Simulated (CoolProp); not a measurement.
Methane along the isobar 1.79 MPa: Z from the reference equation and from simpler models built on Tc = -82.6 °C, pc = 4.599 MPa, ω = 0.011; each cubic takes its own stable root.

Computed with CoolProp (reference Helmholtz-energy equation of state, Setzmann 1991).

| T (°C) | phase | reference |
|---|---|---|
| -167.85 | liquid | 0.07576 |
| -139.05 | liquid | 0.06618 |
| -81.55 | gas | 0.8580 |
| -52.75 | gas | 0.9120 |
| -24.05 | gas | 0.9418 |
| 4.75 | gas | 0.9604 |
| 33.45 | gas | 0.9725 |
| 62.25 | gas | 0.9809 |
| 90.95 | gas | 0.9869 |
| 119.75 | gas | 0.9912 |
| 148.45 | gas | 0.9945 |

Problem. How far does each simpler model (Soave-Redlich-Kwong, Peng-Robinson) lie from the reference over these 11 states: mean and median of the absolute difference, and the worst?

Solution. 
- Soave-Redlich-Kwong: mean 0.3 %, median 0.2 %, worst +1.7 % at -139.05 °C and 1.79 MPa
- Peng-Robinson: mean 2.7 %, median 1.0 %, worst -11.3 % at -167.85 °C and 1.79 MPa
